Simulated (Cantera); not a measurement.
A closed system holds: 1 mol SiO2, 0.61 mol CH4, 0.69 mol H2, held at 9.70 bar.

Cantera equilibrium calculation (NASA polynomials, part measured and part estimated; ideal gas, pure solids and liquids). Candidate condensed phases: C, C6H6, C7H8, C8H18, H2O, Si, SiC, SiO2; 123 gas species. Mutual solubility and eutectic melting of coexisting phases are not modelled. The tables hold silica as quartz up to 1696 K and as liquid above; real silica turns to tridymite and cristobalite and melts near 1996 K. The numbers say what is thermodynamically allowed, not how fast it happens.

log p: log10 of the partial pressure in bar; n: condensed amount in mol.

| T (°C) | log p H2 | log p CH4 | log p CO | log p H2O | log p C2H4 | log p C2H6 | n C(graphite) | n SiO2(β-quartz) | n SiC(s) |
|---|---|---|---|---|---|---|---|---|---|
| 875 | 0.91 | 0.20 | -4.86 | -5.27 | -4.16 | -3.78 | 0.344 | 1.000 | 0 |
| 900 | 0.92 | 0.13 | -4.57 | -5.10 | -4.10 | -3.84 | 0.376 | 1.000 | 0 |
| 925 | 0.93 | 0.07 | -4.29 | -4.93 | -4.04 | -3.92 | 0.405 | 1.000 | 0 |
| 950 | 0.94 | 0.00 | -4.02 | -4.77 | -3.99 | -3.99 | 0.430 | 1.000 | 0 |
| 975 | 0.95 | (withheld) | (withheld) | (withheld) | -3.95 | (withheld) | 0.453 | 1.000 | 0 |
| 1000 | 0.95 | -0.12 | -3.51 | -4.48 | -3.91 | -4.13 | 0.472 | 1.000 | 0 |
| 1025 | 0.96 | (withheld) | (withheld) | (withheld) | -3.87 | (withheld) | 0.489 | 1.000 | 0 |
| 1050 | 0.96 | -0.25 | -3.04 | -4.22 | -3.83 | -4.27 | 0.504 | 1.000 | 8.96e-5 |
| 1075 | 0.96 | -0.31 | -2.82 | -4.09 | -3.80 | -4.34 | 0.517 | 1.000 | 0.000148 |
| 1100 | 0.97 | -0.36 | -2.61 | -3.97 | -3.77 | -4.40 | 0.528 | 1.000 | 0.000240 |
| 1125 | 0.97 | -0.42 | -2.41 | -3.86 | -3.74 | -4.47 | 0.537 | 1.000 | 0.000384 |
| 1150 | 0.97 | -0.48 | -2.21 | -3.75 | -3.71 | -4.53 | 0.545 | 0.999 | 0.000603 |
| 1175 | 0.97 | -0.53 | -2.02 | -3.64 | -3.69 | -4.60 | 0.551 | 0.999 | 0.000932 |

Problem. Complete the blanks.

Solution. 
- 1025, log p CH4: -0.19
- 1025, log p CO: -3.27
- 1025, log p H2O: -4.35
- 1025, log p C2H6: -4.20
- 975, log p CH4: -0.06
- 975, log p CO: -3.76
- 975, log p H2O: -4.63
- 975, log p C2H6: -4.06
